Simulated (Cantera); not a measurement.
Feed: 1 mol Si, 2.5 mol HCl, 0.85 mol H2, 1.3 mol Cl2, held at 752 °C and 1.10 bar.

Equilibrium computed with Cantera from the NASA thermochemical tables; the gas is ideal and each condensed phase is pure. The tables' values for SiCl3 are old estimates; treat these amounts as uncertain. The numbers say what is thermodynamically allowed, not how fast it happens.

```
species    before    after
-------  --------  -------
H2          0.421    0.425
HCl         0.305    0.301
SiCl4       0.271    0.274
SiCl3    0.000112    <1e-9
SiHCl3    0.00322  5.73e-6
```
Gas species are given as mole fractions.

Q: What was changed between the two runs?
A. Cl2 from 1.3 to 1.1 mol
B. temperature from 752 °C to 302 °C
C. Cl2 from 1.3 to 1.6 mol
D. HCl from 2.5 to 1.5 mol

A: B, temperature from 752 °C to 302 °C
